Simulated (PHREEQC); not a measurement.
Consider water at 25 °C with 0.001 mol HBr, 6.9e-05 mol CaCl2 and 0.24 mol CuCl2 per kg of water. Closed to the air; pH follows from the charge balance.

All values are PHREEQC results (ion-association model, phreeqc.dat), not measurements.

Precipitation was switched off in this run.

Problem. Order these Cu species by the share of Cu that they hold, largest first: Cu+2, CuCl2, CuCl+.

Solution. Cu+2 (78 %), CuCl+ (21 %), CuCl2 (1.7 %)

Problem. Order these Cl species by the share of Cl that they hold, largest first: CuCl+, Cl-, CuCl2.

Solution. Cl- (88 %), CuCl+ (10 %), CuCl2 (1.7 %)

The pH is 3.12 and the ionic strength 0.609 mol/kgw.
